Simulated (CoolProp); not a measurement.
A single-stage vapour-compression cycle with the fluid: evaporating at 208.15 K (dew point), condensing at 243.15 K (bubble point), superheat 10 K, subcooling 8 K, compressor efficiency 0.8, no pressure losses. The same conditions are run with several fluids, on thermodynamics alone (safety and materials aside).

Values from CoolProp's reference Helmholtz-energy equation of state of each fluid (fluoroethane (R161): Wu 2012; carbonyl sulfide: Lemmon 2006; ethylene: Smukala 2000; R22: Kamei 1995; propane: Lemmon 2009; R13: Platzer 1990). The equations of Platzer and Polt are older, rougher fits.

| fluid | cooling COP | pressure ratio | discharge temperature (K) | refrigerating effect (kJ/kg) | volumetric capacity (kJ/m³) |
|---|---|---|---|---|---|
| fluoroethane (R161) | 4.26 | 5.99 | [?] | 411 | 260 |
| carbonyl sulfide | 4.16 | 4.91 | 326.0 | [?] | 474 |
| ethylene | 3.90 | 3.09 | [?] | [?] | 3870 |
| R22 | 4.24 | 5.86 | 307.6 | 225 | 303 |
| propane | 4.35 | 5.16 | 283.7 | 402 | 323 |
| R13 | 4.17 | 3.73 | [?] | 121 | 1670 |

Question: Some entries are withheld; supply them.

Answer: 
- fluoroethane (R161), discharge temperature (K): 305.3
- carbonyl sulfide, refrigerating effect (kJ/kg): 293
- ethylene, discharge temperature (K): 294.1
- ethylene, refrigerating effect (kJ/kg): 358
- R13, discharge temperature (K): 276.1
